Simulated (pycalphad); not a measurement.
CALPHAD calculation (pycalphad, COST 507 light-alloy database (1999)), 1 atm. These are 1990s assessments: newer ones move some temperatures and phases. Phase fractions are per mole of atoms. Diffusion is slow at the low end, where real alloys seldom reach equilibrium.

### Question
Give the equilibrium state of Fe-95.6Si (at.%) at 527 °C.

### Answer
```
T = 800.00 K, P = 101325 Pa, N = 1 mol of atoms
G = -25008 J/mol, H = 8656 J/mol, S = 42.08 J/(mol K)  (SER reference)
chemical potentials (J/mol): Fe -101759, Si -21475
phase             fraction      x(Fe)      x(Si)
DIAMOND_A4          0.8680       none     1.0000
FESI2_L             0.1320     0.3333     0.6667
```

### Question
Give the equilibrium state of Fe-95.6Si (at.%) at 977 °C.

### Answer
diamond (Si), fraction 0.853, with 100 Si at.%; FESI2_H, fraction 0.147, with 70.0 Si at.%.

Database names, with the compositions (at.%) that they take in these runs: FESI2_H: Si 70 Fe 30; FESI2_L: Si 67 Fe 33. DIAMOND_A4 is diamond (Si). An entry "none" or "no" means that the model of the phase leaves that element out.
